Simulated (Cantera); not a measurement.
A closed system holds: 1 mol B₂H₆, 0.17 mol O₂, 25 mol N₂, equilibrated at 1802 °C and 133 Pa.

Method: chemical equilibrium by Gibbs-energy minimisation in Cantera with the NASA 1993 tables (ideal gas, pure condensed phases). Candidate condensed phases: B, BN, B₂O₃, B₃O₃H₃, H₂O; 39 gas species. The feed counts by its element totals alone. The tables' values for BH₂ are old estimates; treat these amounts as uncertain. Rates play no part.

Base state: N₂ 0.870, H₂ 0.0953, H 0.0225, BO 0.00895, HBO 0.00280, B₂O₂ 0.000201, B 0.000182, B₂O 8.64e-5 (mole fractions); condensed: BN(s).

**Question.** What changes in the equilibrium state with this change: O₂ from 0.17 to 2.4 mol?

**Answer.** 
```json
[
 {"species": "N₂", "before": "0.870", "after": "0.853"},
 {"species": "HBO₂", "before": "3.47e-7", "after": "0.0480"},
 {"species": "H₂", "before": "0.0953", "after": "0.0358"},
 {"species": "H₂O", "before": "8.43e-8", "after": "0.0347"},
 {"species": "H", "before": "0.0225", "after": "0.0138"},
 {"species": "OH", "before": "2.27e-9", "after": "0.00153"},
 {"species": "O", "before": "<1e-9", "after": "0.000422"},
 {"species": "NO", "before": "<1e-9", "after": "0.000280"},
 {"species": "BO₂", "before": "1.13e-8", "after": "0.00254"},
 {"species": "BN(s), mol", "before": "1.65", "after": "0"}
]
```
